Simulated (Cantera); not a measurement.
A Cantera script and its output.

```python
import numpy as np
import cantera as ct

gas = ct.Solution("gri30.yaml")
gas.TPX = 1275, 5200, {'N2O': 1, 'H2': 0.044, 'N2': 8}
reactor = ct.IdealGasConstPressureReactor(gas, energy="off", clone=False)
net = ct.ReactorNet([reactor])
net.rtol, net.atol = 1e-08, 1e-18
show = ['N2O', 'H2', 'HO2', 'OH', 'NO', 'H2O']
times = np.geomspace(0.0005, 4, 13)

steps = ct.SolutionArray(gas, extra=["t"])
rows = []
print(f"{'t/s':>10s}{'T/K':>9s}{'P/Pa':>11s}" + "".join(f"{s:>11s}" for s in show))
for t in times:
    while net.time < t:
        t_next = net.step()
        steps.append(gas.state, t=t_next)
    rows.append([np.interp(t, steps.t, y) for y in (steps.T, steps.P, *steps(*show).X.T)])
    print(f"{t:10.3e}{rows[-1][0]:9.1f}{rows[-1][1]:11.4g}" + "".join(f"{x:11.3e}" for x in rows[-1][2:]))
rate = np.gradient(steps.T, steps.t)
print("integrator steps:", len(steps.t))
if steps.T.max() > steps.T[0] + 200:
    print(f"time of steepest temperature rise: {steps.t[rate.argmax()]:.4e} s")
gas.TPX = 1275, 5200, {'N2O': 1, 'H2': 0.044, 'N2': 8}
gas.equilibrate("TP")
print(f"equilibrium (TP): T = {gas.T:.1f} K  " + "  ".join(f"{s} {gas[s].X[0]:.3e}" for s in show))
```

Output:

```
       t/s      T/K       P/Pa        N2O         H2        HO2         OH         NO        H2O
 5.000e-04   1275.0       5200  1.106e-01  4.863e-03  6.019e-09  1.239e-06  2.343e-07  1.483e-06
 1.057e-03   1275.0       5200  1.105e-01  4.852e-03  4.073e-08  3.705e-06  8.929e-07  1.035e-05
 2.236e-03   1275.0       5200  1.105e-01  4.799e-03  1.995e-07  8.787e-06  3.284e-06  5.850e-05
 4.729e-03   1275.0       5200  1.102e-01  4.584e-03  5.440e-07  1.686e-05  1.174e-05  2.650e-04
 1.000e-02   1275.0       5200  1.095e-01  3.892e-03  7.287e-07  2.728e-05  3.673e-05  9.463e-04
 2.115e-02   1275.0       5200  1.078e-01  2.361e-03  8.966e-07  3.610e-05  8.530e-05  2.473e-03
 4.472e-02   1275.0       5200  1.059e-01  7.665e-04  1.103e-06  3.131e-05  1.471e-04  4.076e-03
 9.457e-02   1275.0       5200  1.045e-01  1.410e-04  9.013e-07  1.947e-05  2.298e-04  4.710e-03
 2.000e-01   1275.0       5200  1.030e-01  1.194e-05  6.132e-07  1.490e-05  3.909e-04  4.839e-03
 4.229e-01   1275.0       5200  9.997e-02  2.439e-07  4.178e-07  1.495e-05  7.282e-04  4.844e-03
 8.944e-01   1275.0       5200  9.398e-02  1.342e-07  2.496e-07  1.561e-05  1.412e-03  4.830e-03
 1.891e+00   1275.0       5200  8.254e-02  1.322e-07  1.300e-07  1.603e-05  2.715e-03  4.803e-03
 4.000e+00   1275.0       5200  6.292e-02  1.408e-07  5.898e-08  1.615e-05  4.928e-03  4.758e-03
integrator steps: 1281
equilibrium (TP): T = 1275.0 K  N2O 3.024e-09  H2 5.029e-09  HO2 1.030e-09  OH 2.466e-06  NO 1.803e-04  H2O 4.620e-03
```

Model: GRI-Mech 3.0 (53 species, 325 reactions), integrated in Cantera. GRI-Mech 3.0 was tuned for natural gas; its chemistry of N2O as a main component is partial and can be far from experiment. The mechanism lacks the step 2 NO + O2 → 2 NO2, which can matter for NO2 below about 1400 K. The temperature is held fixed by assumption; the heat of reaction is taken as removed at once.
